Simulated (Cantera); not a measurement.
Charge: 1 mol SiCl4, 2.2 mol Cl2, 2 mol H2, at 1.00 bar.

Equilibrium computed with Cantera from the NASA thermochemical tables; the gas is ideal and each condensed phase is pure. Candidate condensed phases: Si; 19 gas species. Kinetics and transport are ignored. All values below are at 850 °C.

Base state: HCl 0.769, SiCl4 0.192, Cl2 0.0383, Cl 0.000392 (mole fractions); condensed: gas only.

Q: What changes in the equilibrium state with this change: H2 from 2 to 14 mol?

A: 
```tsv
species	before	after
H2	5.52e-9	0.683
HCl	0.769	0.259
SiCl4	0.192	0.0554
Cl2	0.0383	<1e-9
SiHCl3	<1e-9	0.00251
Cl	0.000392	1.18e-8
SiH2Cl2	<1e-9	1.39e-5
```
The tables' values for SiCl3 are old estimates; treat these amounts as uncertain.
